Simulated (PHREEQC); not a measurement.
Consider water at 25 °C with 0.046 mol KOH, 0.00011 mol Na2SiO3 and 0.059 mol (CH3)4NCl per kg of water. Closed to the air; pH follows from the charge balance.

Model: ion-association model, phreeqc.dat, run in PHREEQC.

Problem. The ionic strength comes out as 0.105 mol/kgw. What activity coefficients do H2SiO4-2, K+, OH-, Na+, Cl- get?

Solution. H2SiO4-2 0.38, K+ 0.76, OH- 0.76, Na+ 0.78, Cl- 0.76.

No solid was allowed to form. (CH3)4N+ isn't in the database: it is added as a free cation with an ion size of 4 Å.
